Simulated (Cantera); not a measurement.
Input: 1 mol C2F6, 0.063 mol CH4, 0.082 mol H2, held at 133 Pa.

These are equilibrium values from Cantera (NASA tables, ideal gas, pure condensed phases), not measurements of a reactor. Candidate condensed phases: C, C6H6, C7H8, C8H18; 95 gas species. The feed counts by its element totals alone. Gases not in the tables: C2F6 and larger saturated fluorocarbons. Rates play no part.

log p: log10 of the partial pressure in bar; n: condensed amount in mol.

```json
[
 {"T (K)": "1523", "log p F": "-6.29", "log p CF4": "-2.99", "log p CF2": "-5.72", "log p HF": "-3.51", "log p CF": "-9.98", "n C(graphite)": "0.666"},
 {"T (K)": "1623", "log p F": "-5.62", "log p CF4": "-2.99", "log p CF2": "-5.13", "log p HF": "-3.52", "log p CF": "-8.96", "n C(graphite)": "0.663"},
 {"T (K)": "1723", "log p F": "-5.03", "log p CF4": "-3.00", "log p CF2": "-4.61", "log p HF": "-3.52", "log p CF": "-8.06", "n C(graphite)": "0.653"},
 {"T (K)": "1823", "log p F": "-4.51", "log p CF4": "-3.03", "log p CF2": "-4.17", "log p HF": "-3.53", "log p CF": "-7.26", "n C(graphite)": "0.628"},
 {"T (K)": "1923", "log p F": "-4.05", "log p CF4": "-3.10", "log p CF2": "-3.79", "log p HF": "-3.57", "log p CF": "-6.56", "n C(graphite)": "[?]"},
 {"T (K)": "2023", "log p F": "-3.67", "log p CF4": "-3.26", "log p CF2": "-3.50", "log p HF": "-3.64", "log p CF": "-5.95", "n C(graphite)": "[?]"},
 {"T (K)": "2123", "log p F": "-3.37", "log p CF4": "-3.60", "log p CF2": "-3.34", "log p HF": "-3.75", "log p CF": "-5.45", "n C(graphite)": "[?]"},
 {"T (K)": "2223", "log p F": "-3.17", "log p CF4": "-4.23", "log p CF2": "-3.35", "log p HF": "-3.86", "log p CF": "-5.08", "n C(graphite)": "[?]"},
 {"T (K)": "2323", "log p F": "-3.06", "log p CF4": "-5.07", "log p CF2": "-3.49", "log p HF": "-3.93", "log p CF": "-4.80", "n C(graphite)": "[?]"},
 {"T (K)": "2423", "log p F": "-3.00", "log p CF4": "-6.00", "log p CF2": "-3.70", "log p HF": "-3.97", "log p CF": "-4.59", "n C(graphite)": "[?]"},
 {"T (K)": "2523", "log p F": "-2.97", "log p CF4": "-6.95", "log p CF2": "-3.95", "log p HF": "-4.00", "log p CF": "-4.42", "n C(graphite)": "[?]"}
]
```

Q: Fill in the missing entries.

A: 
- 1923, n C(graphite): 0.573
- 2023, n C(graphite): 0.472
- 2123, n C(graphite): 0.367
- 2223, n C(graphite): 0.469
- 2323, n C(graphite): 0.819
- 2423, n C(graphite): 1.18
- 2523, n C(graphite): 1.42
